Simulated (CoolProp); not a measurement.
Tetrahydrofuran along the isotherm 250.15 °C: density (kg/m³) from the reference equation and from simpler models built on Tc = 267.0 °C, pc = 5.304 MPa, ω = 0.234; each cubic takes its own stable root.

Values from CoolProp's reference Helmholtz-energy equation of state, Fiedler 2023.

```json
[
 {"p (MPa)": "0.168", "phase": "gas", "reference": "2.818"},
 {"p (MPa)": "0.344", "phase": "gas", "reference": "5.846"},
 {"p (MPa)": "0.707", "phase": "gas", "reference": "12.36"},
 {"p (MPa)": "1.45", "phase": "gas", "reference": "27.09"},
 {"p (MPa)": "2.98", "phase": "gas", "reference": "67.62"},
 {"p (MPa)": "6.13", "phase": "liquid", "reference": "556.1"},
 {"p (MPa)": "12.6", "phase": "liquid", "reference": "613.0"},
 {"p (MPa)": "25.8", "phase": "liquid", "reference": "666.3"},
 {"p (MPa)": "53", "phase": "liquid", "reference": "724.5"}
]
```

### Question
How far does each simpler model (van der Waals, Peng-Robinson) lie from the reference over these 9 states: mean and median of the absolute difference, and the worst?

### Answer
- van der Waals: mean 14.6 %, median 6.2 %, worst -35.0 % at 250.15 °C and 6.13 MPa
- Peng-Robinson: mean 2.4 %, median 1.1 %, worst +7.0 % at 250.15 °C and 53 MPa
